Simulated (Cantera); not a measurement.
Charge: 1 mol CH₃OH, 0.013 mol O₂, 18 mol N₂, at 1150 K and 133 Pa.

Equilibrium computed with Cantera from the NASA thermochemical tables; the gas is ideal and each condensed phase is pure. Candidate condensed phases: C, C₆H₆, C₇H₈, C₈H₁₈, H₂O; 136 gas species. Kinetics and transport are ignored.

Base state: N₂ 0.857, H₂ 0.0944, CO 0.0473, H₂O 0.000871, CO₂ 0.000367 (mole fractions); condensed: gas only.

Task: What changes in the equilibrium state with this change: 0.14 mol H₂O added?

Result: 
| species | before | after |
|---|---|---|
| N₂ | 0.857 | 0.851 |
| H₂ | 0.0944 | 0.0956 |
| CO | 0.0473 | 0.0451 |
| H₂O | 0.000871 | 0.00562 |
| CO₂ | 0.000367 | 0.00223 |

Task: What changes in the equilibrium state with this change: temperature from 1150 K to 2073 K?

Result: 
```
species    before     after
-------  --------  --------
N₂          0.857     0.848
H₂         0.0944    0.0828
CO         0.0473    0.0470
H         6.28e-7    0.0207
OH          <1e-9   3.02e-5
CO₂      0.000367  0.000124
H₂O      0.000871   0.00106
```
